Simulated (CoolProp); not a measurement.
Model: reference Helmholtz-energy equation of state, Lemmon 2006, in CoolProp. It is a short technical equation, of lower accuracy than the large ones.

**Question.** For toluene, give the phase and the Z, cv (kJ/(kg K)), expansivity (1/kK), viscosity (µPa s) at 534.1 K and 3240 kPa.

**Answer.** 
- 534.1 K and 3240 kPa: liquid; Z 0.114, cv 1.99, expansivity 3.30, viscosity 94.9

Viscosity comes from a separate model (Avgeri 2015).
